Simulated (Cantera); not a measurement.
Mixture: CH4 : O2 : N2 = 1 : 1.05 : 4.74 (molar parts), equivalence ratio 1.9, at 3750 Torr, adiabatic and at constant pressure. Ignition delay is the time to a rise of 400 K.

Computed with Cantera and GRI-Mech 3.0 (53 species, 325 reactions).

What does this change do: O2 1.05 to 1.6 parts?


| quantity | before | after |
|---|---|---|
| delay at 1223 K | 12.5 ms | 6.82 ms |
| delay at 1373 K | 2.11 ms | 1.15 ms |
| delay at 1523 K | 0.424 ms | 0.241 ms |
| delay at 1673 K | 0.102 ms | 63.3 µs |
| apparent activation energy between 1598 and 1748 K | 200 kJ/mol | 190 kJ/mol |
